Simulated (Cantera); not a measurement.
Input (Python, Cantera):

```python
import numpy as np
import cantera as ct

gas = ct.Solution("gri30.yaml")
gas.TPX = 525, 101325, {'C3H8': 1, 'O2': 4.17, 'N2': 15.7}
inlet = ct.Reservoir(gas, clone=True)
gas.equilibrate("HP")  # start burning
reactor = ct.IdealGasConstPressureReactor(gas, energy="on", clone=False)
exhaust = ct.Reservoir(gas, clone=True)
tau = [0.025, 0.012, 0.0054, 0.0025, 0.0012, 0.00054, 0.00025, 0.00011, 5.3e-05, 2.5e-05, 1.1e-05][0]
for a, b in ((inlet, reactor), (reactor, exhaust)):
    ct.MassFlowController(a, b, mdot=lambda t: reactor.mass / tau)
net = ct.ReactorNet([reactor])
show = ['C3H8', 'O2', 'CH4', 'C2H6', 'N2O', 'NO2', 'H']

rows = []
print(f"{'tau/s':>10s}{'T/K':>9s}" + "".join(f"{s:>11s}" for s in show))
for tau in [0.025, 0.012, 0.0054, 0.0025, 0.0012, 0.00054, 0.00025, 0.00011, 5.3e-05, 2.5e-05, 1.1e-05]:
    net.initial_time = 0.0
    net.advance(30 * tau)
    before = gas.X
    net.advance(40 * tau)
    drift = np.max(np.abs(gas.X - before) / (gas.X + 1e-9))
    rows.append([gas.T, *gas[show].X, drift])
    print(f"{tau:10.3e}{gas.T:9.1f}" + "".join(f"{x:11.3e}" for x in gas[show].X))
```

Output:

```
     tau/s      T/K       C3H8         O2        CH4       C2H6        N2O        NO2          H
 2.500e-02   2301.7  4.537e-07  1.454e-03  1.913e-06  4.059e-09  5.359e-08  3.851e-08  3.268e-03
 1.200e-02   2281.8  8.382e-07  2.078e-03  2.549e-06  7.288e-09  5.704e-08  3.667e-08  4.096e-03
 5.400e-03   2253.5  1.619e-06  3.020e-03  3.558e-06  1.349e-08  5.917e-08  3.257e-08  5.279e-03
 2.500e-03   2220.1  3.065e-06  4.192e-03  5.205e-06  2.430e-08  5.974e-08  2.721e-08  6.684e-03
 1.200e-03   2184.5  5.732e-06  5.541e-03  8.105e-06  4.333e-08  5.965e-08  2.192e-08  8.169e-03
 5.400e-04   2143.5  1.175e-05  7.331e-03  1.462e-05  8.551e-08  5.968e-08  1.690e-08  9.706e-03
 2.500e-04   2101.6  2.493e-05  9.737e-03  2.925e-05  1.800e-07  6.016e-08  1.305e-08  1.073e-02
 1.100e-04   2042.9  6.294e-05  1.451e-02  7.450e-05  4.841e-07  6.012e-08  9.615e-09  1.072e-02
 5.300e-05   1911.7  2.206e-04  2.780e-02  3.162e-04  2.773e-06  4.973e-08  6.435e-09  8.009e-03
 2.500e-05    525.0  4.792e-02  1.998e-01  1.396e-16  8.690e-17  1.669e-21  7.055e-20  1.021e-27
 1.100e-05    525.0  4.792e-02  1.998e-01 -2.362e-18 -1.470e-18 -2.825e-23 -1.194e-21 -3.153e-29
```

Computed with Cantera and GRI-Mech 3.0 (53 species, 325 reactions). GRI-Mech 3.0 was tuned for natural gas; its chemistry of propane as a main component is partial and can be far from experiment.
